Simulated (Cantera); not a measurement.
Input: 1 mol Fe2O3, 5.8 mol C, 1.4 mol N2, equilibrated at 10000 Pa.

Cantera equilibrium calculation (NASA polynomials, part measured and part estimated; ideal gas, pure solids and liquids). Candidate condensed phases: C, Fe, Fe(CO)5, FeO, Fe2O3, Fe3O4; 27 gas species. Iron dissolves carbon and melts from about 1420 K in contact with it, which pure phases cannot show. Condensed phases not in the tables: cementite and carbon dissolved in iron. Rates play no part.

What share of the Fe ends up in condensed phases as a function of T (K), at 1600, 1700, 1800, 1900, 2000, 2100, 2200, 2300?


| T (K) | Fe condensed (%) | as |
|---|---|---|
| 1600 | 100.0 | Fe(γ) |
| 1700 | 100.0 | Fe(δ) |
| 1800 | 99.9 | Fe(δ) |
| 1900 | 99.8 | Fe(l) |
| 2000 | 99.2 | Fe(l) |
| 2100 | 97.6 | Fe(l) |
| 2200 | 93.7 | Fe(l) |
| 2300 | 84.3 | Fe(l) |
